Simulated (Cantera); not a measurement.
An isothermal, constant-pressure homogeneous reactor starts with N2O : O2 = 1 : 0.11 (molar parts), at 1525 K and 0.133 bar. Integrator tolerance rtol = 1e-08.

Computed with Cantera and GRI-Mech 3.0 (53 species, 325 reactions). GRI-Mech 3.0 was tuned for natural gas; its chemistry of N2O as a main component is partial and can be far from experiment. The temperature is held fixed by assumption; the heat of reaction is taken as removed at once.

What does this change do: temperature 1525 to 1175 K?


```
quantity                                            before                                    after
----------------  ----------------------------------------  ---------------------------------------
x(N2O) at 8.00 s   7.07e-6 (gas-phase equilibrium 3.26e-8)    0.527 (gas-phase equilibrium 4.45e-9)
x(O2) at 8.00 s        0.302 (gas-phase equilibrium 0.378)      0.203 (gas-phase equilibrium 0.379)
x(O) at 8.00 s     8.62e-6 (gas-phase equilibrium 9.60e-6)  1.17e-6 (gas-phase equilibrium 2.48e-8)
x(NO) at 8.00 s      0.153 (gas-phase equilibrium 0.00165)  0.0243 (gas-phase equilibrium 0.000193)
x(N2) at 8.00 s        0.545 (gas-phase equilibrium 0.620)      0.246 (gas-phase equilibrium 0.621)
x(NO2) at 8.00 s  0.000331 (gas-phase equilibrium 4.01e-6)  3.99e-5 (gas-phase equilibrium 1.80e-6)
```
The mechanism lacks the step 2 NO + O2 → 2 NO2, which can matter for NO2 below about 1400 K.

What does this change do: temperature 1525 to 1373 K?


| quantity | before | after |
|---|---|---|
| x(N2O) at 8.00 s | 7.07e-6 (gas-phase equilibrium 3.26e-8) | 0.000281 (gas-phase equilibrium 1.55e-8) |
| x(O2) at 8.00 s | 0.302 (gas-phase equilibrium 0.378) | 0.326 (gas-phase equilibrium 0.379) |
| x(O) at 8.00 s | 8.62e-6 (gas-phase equilibrium 9.60e-6) | 1.09e-6 (gas-phase equilibrium 1.05e-6) |
| x(NO) at 8.00 s | 0.153 (gas-phase equilibrium 0.00165) | 0.106 (gas-phase equilibrium 0.000744) |
| x(N2) at 8.00 s | 0.545 (gas-phase equilibrium 0.620) | 0.568 (gas-phase equilibrium 0.621) |
| x(NO2) at 8.00 s | 0.000331 (gas-phase equilibrium 4.01e-6) | 0.000366 (gas-phase equilibrium 2.97e-6) |
The mechanism lacks the step 2 NO + O2 → 2 NO2, which can matter for NO2 below about 1400 K.
